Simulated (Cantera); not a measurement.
# Ignition delay

Mixture: CH4 : CO : O2 : N2 : H2O = 1 : 0.31 : 1.78 : 6.67 : 0.35 (molar parts), at 1.00 bar, adiabatic and at constant pressure. Ignition delay is the time to a rise of 400 K.

Computed with Cantera and GRI-Mech 3.0 (53 species, 325 reactions).

| T0 (K) | delay (ms) |
|---|---|
| 1148 | 152 |
| 1223 | 48.3 |
| 1298 | 16.7 |
| 1373 | 6.24 |
| 1448 | 2.53 |
| 1523 | 1.11 |
| 1598 | 0.539 |

```yaml
apparent activation energy between 1448 and 1598 K: 200 kJ/mol
```
